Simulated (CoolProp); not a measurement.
The fluid at 385.06 K and 0.345 MPa (liquid) is heated at constant pressure to 555.1 K. The same conditions are run with several fluids, on thermodynamics alone (safety and materials aside).

Model: reference Helmholtz-energy equation of state of each fluid (hexamethyldisiloxane (MM): Thol 2016; dimethyl carbonate: Zhou 2011; cyclohexane: Zhou 2014; p-xylene: Zhou 2012; o-xylene: Zhou 2012), in CoolProp.

| fluid | heat (kJ/kg) | final density (kg/m³) |
|---|---|---|
| hexamethyldisiloxane (MM) | 516 | 12.8 |
| dimethyl carbonate | 634 | 6.91 |
| cyclohexane | 698 | 6.48 |
| p-xylene | 655 | 8.39 |
| o-xylene | 672 | 8.40 |
